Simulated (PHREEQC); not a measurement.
A made-up water analysis in mmol/kgw, 20 °C, pH 7.6, pe 12.6:

```json
[
 {"constituent": "Na", "mmol/kgw": "81.8"},
 {"constituent": "K", "mmol/kgw": "0.0163"},
 {"constituent": "Ca", "mmol/kgw": "5.82"},
 {"constituent": "Mg", "mmol/kgw": "8.14"},
 {"constituent": "Cl", "mmol/kgw": "101"},
 {"constituent": "S(6)", "mmol/kgw": "2.12"},
 {"constituent": "Alkalinity (meq/kgw)", "mmol/kgw": "0.951"},
 {"constituent": "Cd", "mmol/kgw": "1.94"},
 {"constituent": "O(0) (counted as O atoms)", "mmol/kgw": "0.52"},
 {"constituent": "F", "mmol/kgw": "0.091"}
]
```

Valence states are taken as typed.

Model: ion-association model, wateq4f.dat, run in PHREEQC.

No solid was allowed to form.

**Question.** Predict the charge-balance error.

**Answer.** charge-balance error 3.4 %.

**Question.** In which forms is Cl present?

**Answer.** Cl- 98 %, CdCl+ 1.2 %, CdCl2 0.6 % of the Cl.

Examples of supersaturated solids here: Otavite. Others may be too.
